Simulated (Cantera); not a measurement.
Cantera run:

```python
import numpy as np
import cantera as ct

gas_names = """
    H HNO HNO2 HNO3 HO2 H2 H2O H2O2 H2S H2SO4 N NH NH2 NH3 NH2OH NO NO2 NO3 N2 N2H2 N2H4 N2O O OH O2 O3
    S SH SN SO SO2 SO3 S2 S2O S8
""".split()
cond_names = """
    H2O(s) H2O(L) H2SO4(L) S(cr1) S(cr2) S(L)
""".split()


# ... load() reads the species with a 1 bar reference pressure and builds the phases ...
atoms = {
    'H2S': {'H': 2, 'S': 1},
    'H2': {'H': 2},
    'N2': {'N': 2},
    'SO2': {'S': 1, 'O': 2},
}
top_T = {}  # K; cautious upper limits of use, not melting points


# ... equilibrate(T, P, feed) seeds the gas with the atoms and calls Mixture.equilibrate('TP', solver="vcs", rtol=1e-11, max_steps=5000) ...
results = []
feed = {'H2S': 1, 'H2': 0.33, 'N2': 2, 'SO2': 0.11}  # mol
T = 2300  # K
P = 960000  # Pa
mix = equilibrate(T, P, feed)
results.append((T, P, feed, dict(zip(mix.species_names, mix.species_moles))))
x = sorted(zip(gas.X, gas.species_names), reverse=True)
print(f"T = {T:g} K  P = {P:g} Pa  gas = {mix.phase_moles(0):.4g} mol")
print("   x: " + "  ".join(f"{s} {v:.3e}" for v, s in x if v > 1e-05))
print("   condensed (mol): " + ("  ".join(f"{mix.phase(i).name} {mix.phase_moles(i):.4g}"
      for i in range(1, mix.n_phases) if mix.phase_moles(i) > 1e-12) or "none"))
```

Result:

```
T = 2300 K  P = 960000 Pa  gas = 3.775 mol
   x: N2 5.298e-01  H2 2.232e-01  S2 1.026e-01  H2S 6.430e-02  H2O 5.441e-02  SH 1.928e-02  SO 2.096e-03  S 1.817e-03  H 1.476e-03  SO2 6.713e-04  S2O 3.663e-04  OH 5.798e-05  SN 3.370e-05
   condensed (mol): none
```

Method: chemical equilibrium by Gibbs-energy minimisation in Cantera with the NASA 1993 tables (ideal gas, pure condensed phases).
